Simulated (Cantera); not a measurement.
Reactions in the system C-N-S-Si

Source: NASA polynomial tables (part measured, part estimated), evaluated in Cantera. Values are per mole of reaction as written; species without (g) are pure solids or liquids, kept so even where they would boil at 1 bar.

3 CS2(g) + 2 Si3N4 → 8 N(g) + 3 S2(g) + 3 Si2C(g)

```tsv
T (K)	ΔH° (kJ)	ΔS° (J/K)	ΔG° (kJ)	log10 K
625	6924.6	1729.6	5843.6	-488.37
700	6924.9	1730.0	5713.9	-426.37
775	6924.3	1729.2	5584.2	-376.36
850	6922.9	1727.5	5454.5	-335.19
925	6920.8	1725.1	5325.1	-300.70
1000	6918.1	1722.3	5195.8	-271.39
1075	6914.7	1719.1	5066.7	-246.19
1150	6910.8	1715.6	4937.9	-224.28
1225	6906.4	1711.9	4809.4	-205.07
1300	6901.6	1708.0	4681.1	-188.09
```
